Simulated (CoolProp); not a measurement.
Vapour-liquid equilibrium of CH2F2 (R32) (1) + R227EA (2) at 1.55 bar; x and y are mole fractions of (1).

Model: multi-fluid Helmholtz-energy mixture model, Tillner-Roth 1997 and Lemmon 2016; pair parameters Bell 2016, in CoolProp.

```json
[
 {"x": "0.05", "bubble temperature (K)": "262.5", "y at the bubble point": "0.202", "dew temperature at overall composition x (K)": "266.0", "liquid density (mol/L)": "9.251"},
 {"x": "0.15", "bubble temperature (K)": "254.4", "y at the bubble point": "0.482", "dew temperature at overall composition x (K)": "263.7", "liquid density (mol/L)": "10.05"},
 {"x": "0.25", "bubble temperature (K)": "248.2", "y at the bubble point": "0.649", "dew temperature at overall composition x (K)": "261.2", "liquid density (mol/L)": "10.92"},
 {"x": "0.35", "bubble temperature (K)": "243.6", "y at the bubble point": "0.750", "dew temperature at overall composition x (K)": "258.5", "liquid density (mol/L)": "11.86"},
 {"x": "0.45", "bubble temperature (K)": "240.2", "y at the bubble point": "0.815", "dew temperature at overall composition x (K)": "255.5", "liquid density (mol/L)": "12.91"},
 {"x": "0.55", "bubble temperature (K)": "237.6", "y at the bubble point": "0.860", "dew temperature at overall composition x (K)": "252.1", "liquid density (mol/L)": "14.10"},
 {"x": "0.65", "bubble temperature (K)": "235.6", "y at the bubble point": "0.894", "dew temperature at overall composition x (K)": "248.2", "liquid density (mol/L)": "15.48"},
 {"x": "0.75", "bubble temperature (K)": "233.9", "y at the bubble point": "0.923", "dew temperature at overall composition x (K)": "243.6", "liquid density (mol/L)": "17.10"},
 {"x": "0.85", "bubble temperature (K)": "232.4", "y at the bubble point": "0.951", "dew temperature at overall composition x (K)": "238.2", "liquid density (mol/L)": "19.05"},
 {"x": "0.95", "bubble temperature (K)": "230.9", "y at the bubble point": "0.982", "dew temperature at overall composition x (K)": "232.4", "liquid density (mol/L)": "21.44"}
]
```

No azeotrope shows between x = 0.05 and 0.95.

The pair parameters rest on a limited set of measurements; away from them the model extrapolates.
